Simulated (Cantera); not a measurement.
Cantera with NASA thermochemical tables; ideal gases at 1 bar, condensed phases pure. Values are per mole of reaction as written; species without (g) are pure solids or liquids, kept so even where they would boil at 1 bar.

Q: Between 1098 and 2498 K, where is each reaction favourable under standard conditions?
- 2 P₂(g) + 10 O(g) = P₄O₁₀(g)

A: 
- 2 P₂(g) + 10 O(g) = P₄O₁₀(g): ΔG° is -3856 kJ at 1098 K and -1541 kJ at 2498 K; it stays negative (K > 1). ΔH° is -5635 kJ and ΔS° -1639 J/K at 2498 K.
